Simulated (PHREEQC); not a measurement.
Dissolve 0.059 mol/kgw H2SO4, 0.045 mol/kgw FeSO4 and 0.057 mol/kgw KOH at 25 °C. Closed to the air; pH follows from the charge balance.

Equilibrium calculation in PHREEQC: ion-association model, phreeqc.dat.

No solid was allowed to form.

**Question.** Order these S species by the share of S that they hold, largest first: KSO4-, SO4-2, FeHSO4+, FeSO4, HSO4-.

**Answer.** SO4-2 (43 %), HSO4- (32 %), FeSO4 (17 %), KSO4- (4.5 %), FeHSO4+ (3.1 %)

The pH is 1.71 and the ionic strength 0.197 mol/kgw. Complexes and solids missing from the database can't appear.
